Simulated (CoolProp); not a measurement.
The fluid at 434.7 K and 13.8 MPa is throttled through a valve to 5.89 MPa with no heat exchange. The same conditions are run with several fluids, on thermodynamics alone (safety and materials aside).

Values from CoolProp's reference Helmholtz-energy equation of state of each fluid (sulfur hexafluoride: Guder 2009; isobutene: Lemmon 2005; chlorine: Thol 2021; R227EA: Lemmon 2016; R134a: Tillner-Roth 1994).

| fluid | temperature change (K) | final phase | final density (kg/m³) |
|---|---|---|---|
| sulfur hexafluoride | -23.6 | supercritical | 321 |
| isobutene | -8.8 | supercritical | 365 |
| chlorine | -35.5 | two-phase, vapour fraction 0.289 | 499 |
| R227EA | -15.7 | supercritical | 621 |
| R134a | -30.7 | supercritical | 388 |
